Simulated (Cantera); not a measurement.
## Hydrogen reduction and annealing atmospheres: SiO2 + H2 + N2

Input: 1 mol SiO2, 2600 mol H2, 7 mol N2, at 1298.15 K and 101000 Pa.

Cantera equilibrium calculation (NASA polynomials, part measured and part estimated; ideal gas, pure solids and liquids). Candidate condensed phases: H2O, Si, SiO2, Si2N2O, Si3N4; 35 gas species. N2 is the only nitrogen source here; it is nearly inert below about 1500 K, so the nitride shown seldom forms there in practice. Mutual solubility and eutectic melting of coexisting phases are not modelled. The tables hold silica as quartz up to 1696 K and as liquid above; real silica turns to tridymite and cristobalite and melts near 1996 K. Kinetics and transport are ignored.

```json
{
  "x(H2)": "0.997",
  "x(N2)": "0.00266",
  "x(H2O)": "6.49e-5",
  "x(NH3)": "6.50e-6",
  "x(H)": "1.07e-6",
  "n(SiO2(β-quartz))": "0.887 mol",
  "n(Si2N2O(s))": "0.0564 mol",
  "gas_amount": "2607 mol",
  "log10 activity of Si(s) (absent)": "-4.77"
}
```
